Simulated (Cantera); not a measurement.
Gas mixture: 45.0 % NO, 55.0 % CO2, at 4.90 bar, frozen composition.

Cantera's kinetic-theory transport with the Lennard-Jones parameters of GRI-Mech 3.0, ideal gas; thermal conductivity in the multicomponent form.

D: mixture-averaged diffusion coefficient of that species in the mixture.

```csv
T (K),ρ (kg/m³),cp (J/kg/K),μ (µPa s),λ (mW/m/K),Pr,D (cm²/s) C2H2,D (cm²/s) NO,D (cm²/s) H2O
400,5.56,959.6,21.1,28.3,0.714,0.0489,0.0540,0.0673
500,4.44,1015,…,…,0.718,…,…,…
600,3.70,1063,29.0,42.8,0.721,0.101,0.110,0.147
700,3.17,1106,…,…,0.722,…,…,…
800,2.78,1141,35.8,56.5,0.723,0.167,0.181,0.249
900,2.47,1172,38.9,63.0,0.724,0.205,0.221,0.308
```

Q: What belongs in the gaps?

A: 
- 500, μ (µPa s): 25.2
- 500, λ (mW/m/K): 35.6
- 500, D (cm²/s) C2H2: 0.0733
- 500, D (cm²/s) NO: 0.0802
- 500, D (cm²/s) H2O: 0.104
- 700, μ (µPa s): 32.5
- 700, λ (mW/m/K): 49.8
- 700, D (cm²/s) C2H2: 0.133
- 700, D (cm²/s) NO: 0.144
- 700, D (cm²/s) H2O: 0.195
